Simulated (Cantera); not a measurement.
A closed system holds: 1 mol toluene, 2.4 mol NH3, equilibrated at 2373.15 K and 1 atm.

Equilibrium computed with Cantera from the NASA thermochemical tables; the gas is ideal and each condensed phase is pure. Candidate condensed phases: C, C6H6, C7H8, C8H18; 92 gas species. Equilibrium is a limit: real reactors are often held back by kinetics, nucleation or transport.

Base state: H2 0.837, N2 0.126, HCN 0.0165, H 0.0127, C2H2 (acetylene) 0.00515, HNC 0.00166, CH4 0.000132, CH3 3.72e-5 (mole fractions); condensed: C(graphite).

Q: What changes in the equilibrium state with this change: NH3 from 2.4 to 0.013 mol?

A: 
| species | before | after |
|---|---|---|
| H2 | 0.837 | 0.978 |
| H | 0.0127 | 0.0137 |
| C2H2 (acetylene) | 0.00515 | 0.00602 |
| N2 | 0.126 | 0.000816 |
| HCN | 0.0165 | 0.00143 |
| CN | 1.20e-5 | 9.63e-7 |
| HNC | 0.00166 | 0.000144 |
| CH4 | 0.000132 | 0.000181 |
| CH3 | 3.72e-5 | 4.69e-5 |
| C4H2 | 1.30e-5 | 1.52e-5 |
| C(graphite), mol | 6.75 | 6.94 |
